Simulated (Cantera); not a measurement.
A diamond (100) surface in a fixed gas of H2 with x(CH4) = 0.0032, x(H) = 0.0042, x(CH3) = 1.9e-05, at 923 K; coverages are run to steady state.

Cantera simulation using the Harris–Goodwin 1993 mechanism for the reconstructed diamond (100) surface; the numbers are that mechanism's predictions, not measurements.

θ: site fractions in the mechanism's names (c6HH fully hydrogenated, c6H* and c6*H radical sites, c6** diradical, c6HM methylated).

| P (Pa) | growth (µm/h) | θ c6HH | θ c6H* | θ c6*H | θ c6** | θ c6HM |
|---|---|---|---|---|---|---|
| 480 | (withheld) | 0.667 | 0.0120 | 0.312 | 0.00532 | 0.00323 |
| 760 | (withheld) | 0.667 | 0.0120 | 0.312 | 0.00532 | 0.00330 |
| 1200 | (withheld) | 0.667 | 0.0120 | 0.312 | 0.00532 | 0.00335 |
| 1900 | (withheld) | 0.667 | 0.0120 | 0.311 | 0.00532 | 0.00337 |
| 3100 | (withheld) | 0.667 | 0.0120 | 0.311 | 0.00532 | 0.00339 |
| 4900 | (withheld) | 0.667 | 0.0121 | 0.311 | 0.00532 | 0.00341 |
| 7800 | (withheld) | 0.667 | 0.0121 | 0.311 | 0.00532 | 0.00341 |
| 12000 | (withheld) | 0.667 | 0.0121 | 0.311 | 0.00533 | 0.00342 |

Q: What belongs in the gaps?

A: 
- 480, growth (µm/h): 0.0307
- 760, growth (µm/h): 0.0497
- 1200, growth (µm/h): 0.0795
- 1900, growth (µm/h): 0.127
- 3100, growth (µm/h): 0.208
- 4900, growth (µm/h): 0.331
- 7800, growth (µm/h): 0.527
- 12000, growth (µm/h): 0.813
